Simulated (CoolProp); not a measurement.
Carbonyl sulfide at 557.96 K and 3.17 MPa is throttled through a valve to 2.03 MPa with no heat exchange. Each further row changes one setting.

Values from CoolProp's reference Helmholtz-energy equation of state, Lemmon 2006. It is a short technical equation, of lower accuracy than the large ones.

```tsv
case	temperature change (K)	final density (kg/m³)
as stated	(withheld)	(withheld)
outlet pressure 0.609 MPa	(withheld)	(withheld)
outlet pressure 2.64 MPa	(withheld)	(withheld)
```

Q: Fill in the missing entries.

A: 
- as stated, temperature change (K): -5.7
- as stated, final density (kg/m³): 27.4
- outlet pressure 0.609 MPa, temperature change (K): -12.9
- outlet pressure 0.609 MPa, final density (kg/m³): 8.15
- outlet pressure 2.64 MPa, temperature change (K): -2.6
- outlet pressure 2.64 MPa, final density (kg/m³): 35.8
